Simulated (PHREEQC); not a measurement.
Solution (25 °C): 1.1 mmol/kgw LiBr and 0.028 mmol/kgw NH4Br. It is in equilibrium with CO2 at log p = -1 (atm). Otherwise closed; pH follows from the charge balance.

Equilibrium calculation in PHREEQC: ion-association model, phreeqc.dat.

The pH comes out as 4.41 and the ionic strength is 0.00117 mol/kgw. The specific conductance is 141 µS/cm.

```
species  molality  activity   log γ
-------  --------  --------  ------
CO2       0.00340   0.00340   0.000
Br-       0.00113   0.00109  -0.017
Li+       0.00110   0.00106  -0.016
H+        4.04e-5   3.89e-5  -0.016
HCO3-     4.04e-5   3.89e-5  -0.016
NH4+      2.80e-5   2.69e-5  -0.017
(CO2)2    2.12e-7   2.12e-7   0.000
```

This is a speciation only: nothing precipitates in the calculation. Species that the database lacks are ignored.
